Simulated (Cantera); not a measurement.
Feed: 1 mol SiF₄, 6.4 mol NH₃, 43 mol N₂, at 0.000100 bar.

Method: chemical equilibrium by Gibbs-energy minimisation in Cantera with the NASA 1993 tables (ideal gas, pure condensed phases). Candidate condensed phases: Si, Si₃N₄; 37 gas species. The tables' values for SiF₃, SiF₂ are old estimates; treat these amounts as uncertain. The numbers say what is thermodynamically allowed, not how fast it happens.

x: gas mole fraction; n: condensed amount in mol.

| T (K) | x N₂ | x H₂ | x SiF₄ | x HF | n Si₃N₄(s) |
|---|---|---|---|---|---|
| 973 | 0.813 | 0.169 | 0.0175 | (withheld) | 0.00146 |
| 1023 | 0.813 | 0.169 | 0.0174 | (withheld) | 0.00209 |
| 1073 | 0.813 | 0.169 | 0.0173 | (withheld) | 0.00277 |
| 1123 | 0.813 | 0.168 | 0.0171 | (withheld) | 0.00327 |
| 1173 | 0.813 | 0.168 | 0.0168 | (withheld) | 0.00305 |
| 1223 | 0.813 | 0.168 | 0.0161 | (withheld) | 0.00104 |
| 1273 | 0.812 | 0.167 | 0.0152 | (withheld) | 0 |
| 1323 | 0.812 | 0.167 | 0.0139 | (withheld) | 0 |

What belongs in the gaps?


- 973, x HF: 0.000333
- 1023, x HF: 0.000499
- 1073, x HF: 0.000720
- 1123, x HF: 0.00100
- 1173, x HF: 0.00135
- 1223, x HF: 0.00177
- 1273, x HF: 0.00268
- 1323, x HF: 0.00416
